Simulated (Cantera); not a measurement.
A perfectly stirred reactor is fed with CH4 : N2 : H2O = 1 : 6 : 0.0089 (molar parts), at 10.00 Torr; it is held at 1875 K, and followed from long to short residence time.

Model: GRI-Mech 3.0 (53 species, 325 reactions), integrated in Cantera. GRI-Mech 3.0 stops at C3 and has no aromatics, soot or wall deposition, so with more carbon than oxygen in the feed, carbon stays in small species such as C2H2 where larger ones or solid carbon would form. Radical loss at walls, strong at low pressure, is not modelled.

x: mole fraction; the columns are a selection and need not sum to one.

| τ (s) | x CH4 | x C2H | x C2H2 | x C2H6 | x C2H4 |
|---|---|---|---|---|---|
| 29 | 0.000851 | 6.43e-6 | 0.0603 | ? | 4.30e-6 |
| 5.4 | 0.00311 | 4.38e-6 | 0.0601 | ? | 1.80e-5 |
| 1.0 | 0.0104 | 2.95e-6 | 0.0571 | ? | 0.000113 |
| 0.19 | 0.0299 | 1.90e-6 | 0.0477 | ? | 0.000661 |
| 0.035 | 0.0730 | 8.56e-7 | 0.0261 | ? | 0.00292 |
| 0.0066 | 0.131 | 5.65e-8 | 0.00183 | ? | 0.00224 |
| 0.0012 | 0.142 | 1.14e-10 | 3.57e-6 | ? | 3.23e-5 |

Task: What belongs in the gaps?

Result: 
- 29, x C2H6: 1.90e-8
- 5.4, x C2H6: 1.46e-7
- 1.0, x C2H6: 9.43e-7
- 0.19, x C2H6: 4.64e-6
- 0.035, x C2H6: 1.42e-5
- 0.0066, x C2H6: 8.16e-6
- 0.0012, x C2H6: 3.41e-7
